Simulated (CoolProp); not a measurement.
Saturation properties of nitrous oxide (Tc = 309.5 K, pc = 7245 kPa, ω = 0.161).

Model: reference Helmholtz-energy equation of state, Lemmon 2006, in CoolProp. It is a short technical equation, of lower accuracy than the large ones.

| T (K) | p (kPa) | vapour density (kg/m³) | surface tension (mN/m) |
|---|---|---|---|
| 208.2 | 345.2 | 9.362 | 18.5 |
| 212.9 | 425.1 | 11.40 | 17.4 |
| 217.6 | 518.4 | 13.75 | 16.4 |
| 222.3 | 626.3 | 16.47 | 15.4 |
| 226.9 | 747.4 | 19.53 | 14.4 |
| 231.6 | 888.3 | 23.08 | 13.5 |
| 236.3 | 1048 | 27.14 | 12.5 |
| 240.9 | 1224 | 31.64 | 11.6 |
| 245.6 | 1425 | 36.86 | 10.6 |
| 250.3 | 1649 | 42.77 | 9.68 |
| 254.9 | 1893 | 49.31 | 8.78 |
| 259.6 | 2167 | 56.89 | 7.88 |
| 264.3 | 2470 | 65.50 | 6.99 |
| 269 | 2802 | 75.32 | 6.13 |

It boils at 184.7 K under 1 atm.

Surface tension comes from a separate correlation (Mulero 2012).
